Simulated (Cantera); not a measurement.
Input (Python, Cantera):

```python
import numpy as np
import cantera as ct

gas = ct.Solution("gri30.yaml")
gas.TPX = 350, 21000, {'CO': 1, 'H2': 0.21, 'O2': 0.611, 'N2': 3.6}
inlet = ct.Reservoir(gas, clone=True)
gas.equilibrate("HP")  # start burning
reactor = ct.IdealGasConstPressureReactor(gas, energy="on", clone=False)
exhaust = ct.Reservoir(gas, clone=True)
tau = [0.24, 0.12, 0.056, 0.027, 0.013, 0.0063, 0.0031, 0.0015, 0.00072, 0.00035, 0.00017, 8.1e-05, 3.9e-05][0]
for a, b in ((inlet, reactor), (reactor, exhaust)):
    ct.MassFlowController(a, b, mdot=lambda t: reactor.mass / tau)
net = ct.ReactorNet([reactor])
show = ['CO', 'H2', 'O2', 'H', 'NO', 'N2O', 'O']

rows = []
print(f"{'tau/s':>10s}{'T/K':>9s}" + "".join(f"{s:>11s}" for s in show))
for tau in [0.24, 0.12, 0.056, 0.027, 0.013, 0.0063, 0.0031, 0.0015, 0.00072, 0.00035, 0.00017, 8.1e-05, 3.9e-05]:
    net.initial_time = 0.0
    net.advance(30 * tau)
    before = gas.X
    net.advance(40 * tau)
    drift = np.max(np.abs(gas.X - before) / (gas.X + 1e-9))
    rows.append([gas.T, *gas[show].X, drift])
    print(f"{tau:10.3e}{gas.T:9.1f}" + "".join(f"{x:11.3e}" for x in gas[show].X))
```

Output:

```
     tau/s      T/K         CO         H2         O2          H         NO        N2O          O
 2.400e-01   1875.6  3.453e-02  1.899e-03  1.805e-02  1.786e-03  2.343e-04  4.381e-08  2.019e-03
 1.200e-01   1817.9  4.001e-02  2.328e-03  2.078e-02  2.825e-03  1.372e-04  4.116e-08  2.921e-03
 5.600e-02   1744.8  4.607e-02  2.861e-03  2.382e-02  4.616e-03  9.122e-05  3.795e-08  4.261e-03
 2.700e-02   1665.2  5.158e-02  3.396e-03  2.666e-02  7.248e-03  7.462e-05  3.478e-08  5.916e-03
 1.300e-02   1575.2  5.660e-02  3.889e-03  2.942e-02  1.107e-02  6.491e-05  3.167e-08  7.898e-03
 6.300e-03   1474.4  6.146e-02  4.232e-03  3.232e-02  1.608e-02  5.297e-05  2.891e-08  9.975e-03
 3.100e-03   1359.3  6.877e-02  4.337e-03  3.665e-02  2.099e-02  3.560e-05  2.693e-08  1.148e-02
 1.500e-03   1185.6  9.439e-02  4.716e-03  5.046e-02  1.913e-02  1.067e-05  2.506e-08  9.369e-03
 7.200e-04    350.0  1.845e-01  3.874e-02  1.127e-01 -5.563e-25 -2.981e-20 -1.583e-22 -2.810e-21
 3.500e-04    350.0  1.845e-01  3.874e-02  1.127e-01 -2.021e-28 -1.260e-23 -6.690e-26 -1.020e-24
 1.700e-04    350.0  1.845e-01  3.874e-02  1.127e-01 -1.251e-29 -7.958e-25 -4.226e-27 -6.317e-26
 8.100e-05    350.0  1.845e-01  3.874e-02  1.127e-01 -7.764e-31 -5.027e-26 -2.669e-28 -3.915e-27
 3.900e-05    350.0  1.845e-01  3.874e-02  1.127e-01 -4.592e-32 -3.175e-27 -1.686e-29 -2.268e-28
```

Computed with Cantera and GRI-Mech 3.0 (53 species, 325 reactions).
